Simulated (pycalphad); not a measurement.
CALPHAD calculation (pycalphad, COST 507 light-alloy database (1999)), 1 atm. These are 1990s assessments: newer ones move some temperatures and phases. Amounts are mole fractions of atoms.

Give the equilibrium state of Mg-5.087Si-1.552Al (wt.%) at 737 °C.


```
T = 1010.00 K, P = 101325 Pa, N = 1 mol of atoms
G = -50281 J/mol, H = 27377 J/mol, S = 76.89 J/(mol K)  (SER reference)
chemical potentials (J/mol): Mg -48325, Si -82313, Al -79996
phase             fraction      x(Mg)      x(Si)      x(Al)
LIQUID              0.9681     0.9506     0.0349     0.0146
MG2SI               0.0319     0.6667     0.3333       none
```

Give the equilibrium state of Mg-5.087Si-1.552Al (wt.%) at 577 °C.


```
T = 850.00 K, P = 101325 Pa, N = 1 mol of atoms
G = -39054 J/mol, H = 12403 J/mol, S = 60.54 J/(mol K)  (SER reference)
chemical potentials (J/mol): Mg -36897, Si -79845, Al -54668
phase             fraction      x(Mg)      x(Si)      x(Al)
HCP_A3              0.8668     0.9837   1.01e-05     0.0163
MG2SI               0.1332     0.6667     0.3333       none
```

Database names, with the compositions (at.%) that they take in these runs: MG2SI: Mg 67 Si 33. HCP_A3 is hcp. An entry "none" or "no" means that the model of the phase leaves that element out.
